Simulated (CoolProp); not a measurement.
Computed with CoolProp (reference Helmholtz-energy equation of state, Beckmüller 2019).

Give the vapour pressure (bar), liquid density (kg/m³), vapour Z, surface tension (mN/m) of saturated n-octane at 355.5, 405.1 K.


```csv
T (K),p (bar),liquid density (kg/m³),vapour Z,surface tension (mN/m)
355.5,0.255,651,0.979,15.8
405.1,1.20,605,0.937,11.4
```

Surface tension comes from a separate correlation (Mulero 2012).
